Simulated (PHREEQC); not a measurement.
1.3 g of hydrous ferric oxide (600 m²/g; 0.2 weak and 0.005 strong sites per Fe, Dzombak-Morel constants, diffuse double layer) in 1 kg of water with 0.001 mol/kgw of an inert sodium salt and 0.00091 mol/kgw ZnSO4, at 25 °C; the pH is set by adding NaOH or the inert anion's acid. O2 is buffered at 0.21 atm. CO2 from the air is kept out. Precipitation was switched off in this run.

Base run: PHREEQC, ion-association model, wateq4f.dat. Each further column changes one thing. The table gives Zn sorbed (%).

```
pH     base  no electrostatic term (-no_edl)  background salt from 0.001 to 0.0001 mol/kgw  oxide from 1.3 to 6.5 g/kgw
-----  ----  -------------------------------  --------------------------------------------  ---------------------------
4       0.2                              0.2                                           0.2                          0.8
4.67    3.0                              3.3                                           3.1                          9.2
5.33    9.6                             11.5                                           9.6                         34.9
6      33.7                             50.4                                          34.2                         71.8
6.67   79.5                              ___                                          79.9                         97.2
7.33   96.2                             99.4                                          96.3                          ___
8      99.4                             99.9                                          99.4                        100.0
8.67   99.9                             99.9                                          99.9                        100.0
9.33   99.9                             99.6                                          99.9                        100.0
10     99.9                              ___                                          99.9                        100.0
10.67  99.9                             45.5                                          99.9                        100.0
11.33  99.6                              9.2                                          99.6                        100.0
12     93.6                              0.8                                          94.0                         99.9
```

Q: Some entries are withheld; supply them.

A: 
- 6.67, no electrostatic term (-no_edl): 93.7
- 7.33, oxide from 1.3 to 6.5 g/kgw: 99.8
- 10, no electrostatic term (-no_edl): 93.5

In at least one series the solution becomes supersaturated in solids that the run did not let form, among them Zn(OH)2-e.
